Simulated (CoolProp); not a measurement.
n-pentane at 526.89 K and 0.186 MPa is throttled through a valve to 0.0867 MPa with no heat exchange. Each further row changes one setting.

Model: reference Helmholtz-energy equation of state, Thol 2019, in CoolProp.

```csv
case,temperature change (K),final density (kg/m³)
as stated,?,1.44
outlet pressure 0.026 MPa,?,?
outlet pressure 0.113 MPa,?,1.88
```

Problem. Some entries are withheld; supply them.

Solution. 
- as stated, temperature change (K): -0.6
- outlet pressure 0.026 MPa, temperature change (K): -0.9
- outlet pressure 0.026 MPa, final density (kg/m³): 0.430
- outlet pressure 0.113 MPa, temperature change (K): -0.4
